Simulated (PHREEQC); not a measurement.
Consider water at 25 °C with 0.0035 mol Na2HAsO4, 0.00022 mol H2SO4 and 6.2e-05 mol CaCl2 per kg of water. Closed to the air; pH follows from the charge balance.

All values are PHREEQC results (ion-association model, wateq4f.dat), not measurements.

```tsv
quantity	before	after
pH	7.86	9.09
ionic strength (mol/kgw)	0.0104	0.0107
HAsO4-2 (mol/kgw)	0.00306	0.00345
H2AsO4- (mol/kgw)	0.000442	2.97e-5
AsO4-3 (mol/kgw)	8.45e-7	1.61e-5
SI of Portlandite (Ca(OH)2)	-11.47	-9.01
```

### Question
Which change was made?
A. H2SO4 left out
B. CaCl2 replaced by Ca(OH)2 at the same molality
C. temperature from 25 to 15 °C
D. 0.0029 mol/kgw KHSO4 added
E. 0.00022 mol/kgw Ca(NO3)2 added

### Answer
A, H2SO4 left out

This is a speciation only: nothing precipitates in the calculation. The database has no arsenate complexes of Ca.
